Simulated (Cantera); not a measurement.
Charge: 1 mol TEOS, 23 mol NO, 93 mol H2, at 17.0 mbar.

Equilibrium computed with Cantera from the NASA thermochemical tables; the gas is ideal and each condensed phase is pure. Candidate condensed phases: C, C6H6, C7H8, C8H18, H2O, Si, SiC, SiO2, Si2N2O, Si3N4; 151 gas species. The feed counts by its element totals alone. The tables hold silica as quartz up to 1696 K and as liquid above; real silica turns to tridymite and cristobalite and melts near 1996 K. Rates play no part.

x: gas mole fraction; n: condensed amount in mol.

```tsv
T (K)	x H2	x H2O	x N2	x CH4	x CO	x CO2	x NH3	n SiO2(α-quartz)	n SiO2(β-quartz)
648	0.620	0.202	0.105	0.0588	0.00229	0.0119	___	1.00	0
698	0.680	0.151	0.0996	0.0304	0.0124	0.0265	___	1.00	0
748	0.719	0.120	0.0954	0.00818	0.0286	0.0296	___	1.00	0
798	0.726	0.115	0.0941	0.00127	0.0383	0.0259	___	1.00	0
848	0.723	0.117	0.0939	0.000191	0.0434	0.0217	___	0	1.00
898	0.720	0.121	0.0939	3.41e-5	0.0470	0.0183	___	0	1.00
948	0.718	0.123	0.0939	7.17e-6	0.0498	0.0155	___	0	1.00
998	0.715	0.126	0.0939	1.75e-6	0.0521	0.0132	___	0	1.00
1048	0.713	0.127	0.0939	4.85e-7	0.0539	0.0114	___	0	1.00
1098	0.712	0.129	0.0939	1.51e-7	0.0554	0.00995	___	0	1.00
1148	0.711	0.130	0.0939	5.16e-8	0.0566	0.00875	___	0	1.00
```

Q: Complete the blanks.

A: 
- 648, x NH3: 5.19e-5
- 698, x NH3: 2.89e-5
- 748, x NH3: 1.67e-5
- 798, x NH3: 9.84e-6
- 848, x NH3: 6.06e-6
- 898, x NH3: 3.92e-6
- 948, x NH3: 2.65e-6
- 998, x NH3: 1.86e-6
- 1048, x NH3: 1.35e-6
- 1098, x NH3: 1.01e-6
- 1148, x NH3: 7.69e-7
